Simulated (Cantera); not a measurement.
Predominance diagram of Mg at 950 K against the partial pressures of O₂ and Br₂ (log10, bar). Standard-state values (1 bar) from the NASA 1993 polynomials, evaluated with Cantera. Candidates: Mg(l), MgBr₂(s), MgO(s). Only these pure phases compete in this equilibrium. Not in the tables: oxide halides.

```
log p(Br₂) \ log p(O₂)
        columns: -14, -13, -12, -11, -10, -9, -8, -7, -6, -5, -4, -3, -2, -1, 0, 1
      1  A A A A A A A B B B B B B B B B
   -2.2  B B B B B B B B B B B B B B B B
   -5.5  B B B B B B B B B B B B B B B B
   -8.8  B B B B B B B B B B B B B B B B
    -12  B B B B B B B B B B B B B B B B
  -15.2  B B B B B B B B B B B B B B B B
  -18.5  B B B B B B B B B B B B B B B B
  -21.8  B B B B B B B B B B B B B B B B
    -25  B B B B B B B B B B B B B B B B
```

A: MgBr₂(s); B: MgO(s).
